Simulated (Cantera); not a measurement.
A closed system holds: 1 mol AlCl3, a varied amount of NH3, 12 mol N2, equilibrated at 1175 °C and 1330 Pa.

These are equilibrium values from Cantera (NASA tables, ideal gas, pure condensed phases), not measurements of a reactor. Candidate condensed phases: Al, AlCl3, AlN, NH4Cl; 20 gas species. Rates play no part.

Q: What share of the Al ends up in condensed phases as a function of n(NH3) (mol), at 0.25, 0.39, 0.6, 0.92, 1.4, 2.2, 3.4, 5.2, 8, 12, 19, 29?

A: 
```json
[
 {"n(NH3) (mol)": "0.25", "Al condensed (%)": "4.4", "as": "AlN(s)"},
 {"n(NH3) (mol)": "0.39", "Al condensed (%)": "7.0", "as": "AlN(s)"},
 {"n(NH3) (mol)": "0.6", "Al condensed (%)": "10.2", "as": "AlN(s)"},
 {"n(NH3) (mol)": "0.92", "Al condensed (%)": "13.9", "as": "AlN(s)"},
 {"n(NH3) (mol)": "1.4", "Al condensed (%)": "18.3", "as": "AlN(s)"},
 {"n(NH3) (mol)": "2.2", "Al condensed (%)": "23.9", "as": "AlN(s)"},
 {"n(NH3) (mol)": "3.4", "Al condensed (%)": "30.3", "as": "AlN(s)"},
 {"n(NH3) (mol)": "5.2", "Al condensed (%)": "37.3", "as": "AlN(s)"},
 {"n(NH3) (mol)": "8", "Al condensed (%)": "45.3", "as": "AlN(s)"},
 {"n(NH3) (mol)": "12", "Al condensed (%)": "53.4", "as": "AlN(s)"},
 {"n(NH3) (mol)": "19", "Al condensed (%)": "62.7", "as": "AlN(s)"},
 {"n(NH3) (mol)": "29", "Al condensed (%)": "70.6", "as": "AlN(s)"}
]
```
